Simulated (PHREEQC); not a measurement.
Solution (25 °C): 0.23 mol/kgw H2SO4 and 0.00028 mol/kgw H3BO3. Closed to the air; pH follows from the charge balance.

All values are PHREEQC results (ion-association model, phreeqc.dat), not measurements.

Each row changes one thing in this solution. This is a speciation only: nothing precipitates in the calculation.

| case | pH | ionic strength (mol/kgw) | HSO4- (mol/kgw) | SO4-2 (mol/kgw) |
|---|---|---|---|---|
| as made | 0.69 | 0.289 | 0.201 | 0.0293 |
| diluted 2-fold with water | 0.96 | 0.157 | 0.0941 | 0.0209 |
| H2SO4 from 0.23 to 0.253 mol/kgw | 0.66 | 0.314 | 0.222 | ___ |
| H2SO4 replaced by NH4HSO4 at the same molality | 1.14 | 0.352 | 0.138 | 0.0610 |
| H2SO4 from 0.23 to 1.15 mol/kgw | 0.04 | 1.30 | 1.07 | 0.0754 |
| H2SO4 from 0.23 to 0.345 mol/kgw | 0.53 | 0.417 | ___ | 0.0358 |
| H2SO4 replaced by Na2SO4 at the same molality | 6.66 | 0.557 | 9.25e-7 | 0.164 |
| 0.027 mol/kgw H3PO4 added | 0.69 | 0.290 | 0.201 | 0.0292 |

What belongs in the gaps?


- H2SO4 from 0.23 to 0.253 mol/kgw, SO4-2 (mol/kgw): 0.0307
- H2SO4 from 0.23 to 0.345 mol/kgw, HSO4- (mol/kgw): 0.309

The ionic strength passes 0.7 mol/kgw, the rough limit of the ion-association models, in H2SO4 from 0.23 to 1.15 mol/kgw.
